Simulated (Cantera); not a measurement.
An isothermal, constant-pressure homogeneous reactor starts with CH4 : H2O : N2 = 1 : 0.3 : 0.02 (molar parts), at 1700 K and 0.250 bar.

Cantera simulation using GRI-Mech 3.0 (53 species, 325 reactions); the numbers are that mechanism's predictions, not measurements. GRI-Mech 3.0 stops at C3 and has no aromatics, soot or wall deposition, so with more carbon than oxygen in the feed, carbon stays in small species such as C2H2 where larger ones or solid carbon would form.

Q: Predict: x(CH4) at 1.00 s; x(H2O) at 1.00 s; x(CO2) at 1.00 s; x(C2H4) at 1.00 s.

A: 
```json
{
 "x(CH4) at 1.00 s": "0.0184 (gas-phase equilibrium 0.00711)",
 "x(H2O) at 1.00 s": "0.0499 (gas-phase equilibrium 2.12e-7)",
 "x(CO2) at 1.00 s": "0.00148 (gas-phase equilibrium 9.69e-9)",
 "x(C2H4) at 1.00 s": "0.00135 (gas-phase equilibrium 0.00111)"
}
```
